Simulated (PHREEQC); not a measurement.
NaHCO3 is added in steps, without added water, to 1 kg of water holding 15 mmol/kgw LiBr and 0.045 mmol/kgw MnCl2, at 25 °C. The system is closed to oxygen. No CO2 enters from the air. Only these solids could form: Rhodochrosite, Pyrochroite, Halite, Nahcolite, Natron.

Base run: PHREEQC, ion-association model, wateq4f.dat. Each further column changes one thing. The table gives Mn+2 (mol/kgw).

```csv
NaHCO3 added (mol),base,Debye-Hückel limiting law,database phreeqc.dat,metal-ligand complexes left out,Davies equation for every ion
0,4.50e-5,4.50e-5,4.50e-5,4.50e-5,4.50e-5
0.00275,1.31e-6,1.59e-6,1.31e-6,1.30e-6,1.36e-6
0.0055,5.03e-7,6.35e-7,5.03e-7,4.92e-7,5.29e-7
0.00825,3.16e-7,4.12e-7,3.16e-7,3.05e-7,3.34e-7
0.011,2.36e-7,3.16e-7,2.36e-7,2.25e-7,2.50e-7
0.01375,1.92e-7,2.64e-7,1.92e-7,1.80e-7,2.04e-7
0.0165,1.63e-7,2.31e-7,1.64e-7,1.52e-7,1.75e-7
0.01925,1.44e-7,2.09e-7,1.44e-7,1.33e-7,1.54e-7
0.022,1.30e-7,1.93e-7,1.30e-7,1.18e-7,1.40e-7
```

 phreeqc.dat and wateq4f.dat share most of their constants, so their agreement is no independent check. Solids allowed in the column 'database phreeqc.dat': Rhodochrosite, Pyrochroite, Halite.
